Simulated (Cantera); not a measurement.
A closed system holds: 1 mol Si3N4, 9.1 mol HCl, 40 mol H2, held at 910 Pa.

These are equilibrium values from Cantera (NASA tables, ideal gas, pure condensed phases), not measurements of a reactor. Candidate condensed phases: NH4Cl, Si, Si3N4; 28 gas species. The tables' values for SiCl3 are old estimates; treat these amounts as uncertain. Kinetics and transport are ignored.

Question: At 1225 K, list the 4 most abundant gas species with their mole fractions, and the condensed phases.

Answer: H2 0.821, HCl 0.172, N2 0.00291, SiCl4 0.00194. Condensed: Si3N4(s).
